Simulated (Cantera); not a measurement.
An isothermal, constant-pressure homogeneous reactor starts with 48.0 % H2, 26.7 % O2, 25.3 % N2, equivalence ratio 0.90, at 850 K and 128 Torr.

Computed with Cantera and GRI-Mech 3.0 (53 species, 325 reactions). Below about 950 K walls govern HO2 and H2O2 in real vessels. The temperature is held fixed by assumption; the heat of reaction is taken as removed at once.

Predict: x(H2) at 20.0 s; x(O2) at 20.0 s; x(NO) at 20.0 s; x(OH) at 20.0 s; x(H2O) at 20.0 s; x(NO2) at 20.0 s.


- x(H2) at 20.0 s: 0.204 (gas-phase equilibrium 3.78e-12)
- x(O2) at 20.0 s: 0.133 (gas-phase equilibrium 0.0351)
- x(NO) at 20.0 s: 3.56e-9 (gas-phase equilibrium 1.20e-6)
- x(OH) at 20.0 s: 9.56e-9 (gas-phase equilibrium 9.19e-9)
- x(H2O) at 20.0 s: 0.362 (gas-phase equilibrium 0.632)
- x(NO2) at 20.0 s: 1.93e-8 (gas-phase equilibrium 3.72e-8)
